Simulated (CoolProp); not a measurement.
Computed with CoolProp (reference Helmholtz-energy equation of state, Akasaka 2019).

For R1234ze(Z), give the phase and the Z, cp (kJ/(kg K)), cv (kJ/(kg K)), speed of sound (m/s) at 166.85 °C and 7.57 MPa.


- 166.85 °C and 7.57 MPa: supercritical; Z 0.312, cp 1.90, cv 1.11, speed of sound 221
